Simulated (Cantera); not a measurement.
Feed: 1 mol SiH4, 0.14 mol CH4, 9.3 mol H2, held at 1000 °C and 0.825 Torr.

Cantera equilibrium calculation (NASA polynomials, part measured and part estimated; ideal gas, pure solids and liquids). Candidate condensed phases: C, C6H6, C7H8, C8H18, Si, SiC; 87 gas species. Mutual solubility and eutectic melting of coexisting phases are not modelled. The numbers say what is thermodynamically allowed, not how fast it happens.

Base state: H2 1.000, H 2.16e-5 (mole fractions); condensed: Si(s) + SiC(s).

Question: What changes in the equilibrium state with this change: temperature from 1000 °C to 2127 °C?

Answer: 
```csv
species,before,after
H2,1.000,0.572
H,2.16e-5,0.363
Si,1.65e-8,0.0603
SiC2,<1e-9,0.00313
C2H2 (acetylene),<1e-9,0.00108
"Si(s), mol",0.860,0
"SiC(s), mol",0.140,0
```
Gases not in the tables: Si2H6 and higher silanes.
